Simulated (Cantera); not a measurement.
**Premixed flame**

A freely propagating, adiabatic, planar premixed flame of H₂ : O₂ : N₂ = 1 : 0.781 : 2.97 (molar parts), unburnt at 500 K and 0.220 bar; mixture-averaged transport, grid criteria slope 0.08 and curve 0.16, no radiation.

Detailed kinetics in Cantera: the H2/O2 subset of GRI-Mech 3.0, which has no nitrogen chemistry. Burning velocities carry a grid error of a few per cent, more on coarse grids. Lean hydrogen flames are cellular in practice and burn faster than this planar one.

| z (mm) | T (K) | u (m/s) | x H₂ | x O₂ | x OH | x HO₂ | x H₂O | x H₂O₂ |
|---|---|---|---|---|---|---|---|---|
| -8.88 | 500 | 3.17 | 0.210 | 0.164 | <1e-8 | <1e-8 | <1e-8 | <1e-8 |
| -5.92 | 500 | 3.17 | 0.210 | 0.164 | <1e-8 | <1e-8 | <1e-8 | <1e-8 |
| -4.44 | 500 | 3.17 | 0.210 | 0.164 | <1e-8 | <1e-8 | <1e-8 | <1e-8 |
| -2.96 | 500 | 3.17 | 0.210 | 0.164 | <1e-8 | 2.78e-7 | 1.43e-7 | <1e-8 |
| -1.48 | 517 | 3.26 | 0.205 | 0.165 | 5.51e-5 | 0.000113 | 0.000945 | 4.61e-6 |
| -0.740 | 710 | 4.38 | 0.172 | 0.161 | 0.000519 | 6.78e-5 | 0.0187 | 6.79e-6 |
| 0 | 1080 | 6.48 | 0.0850 | 0.126 | 0.00251 | 3.00e-5 | 0.0939 | 1.64e-6 |
| 0.740 | 1339 | 7.96 | 0.0266 | 0.0836 | 0.00667 | 1.64e-5 | 0.166 | 1.74e-6 |
| 1.48 | 1465 | 8.66 | 0.0179 | 0.0740 | 0.00877 | 1.23e-5 | 0.183 | 1.18e-6 |
| 2.96 | 1599 | 9.38 | 0.0158 | 0.0706 | 0.0107 | 9.38e-6 | 0.192 | 6.42e-7 |
| 5.92 | 1732 | 10.1 | 0.0130 | 0.0682 | 0.0118 | 6.90e-6 | 0.201 | 3.30e-7 |
| 11.8 | 1850 | 10.7 | 0.00933 | 0.0666 | 0.0117 | 4.69e-6 | 0.211 | 1.81e-7 |
| 23.7 | 1942 | 11.1 | 0.00558 | 0.0658 | 0.0100 | 2.91e-6 | 0.219 | 1.09e-7 |
x: mole fraction of selected species; z is measured from the peak of heat release.

laminar burning velocity: 317 cm/s
thermal thickness: 2.96 mm
peak x(OH): 0.0119
peak x(HO₂): 0.000118
peak x(H₂O₂): 9.14e-6
grid points: 129
